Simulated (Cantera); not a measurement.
Cantera with NASA thermochemical tables; ideal gases at 1 bar, condensed phases pure. Values are per mole of reaction as written; species without (g) are pure solids or liquids, kept so even where they would boil at 1 bar.

### Question
Between 1000 and 1225 K, where is each reaction favourable under standard conditions?
- 4 N(g) + 3 CsOH ⇌ 3 NO(g) + NH3(g) + 3 Cs

### Answer
- 4 N(g) + 3 CsOH ⇌ 3 NO(g) + NH3(g) + 3 Cs: ΔG° is -520 kJ at 1000 K and -522 kJ at 1225 K; it stays negative (K > 1). ΔH° is -522 kJ and ΔS° 0 J/K at 1225 K.
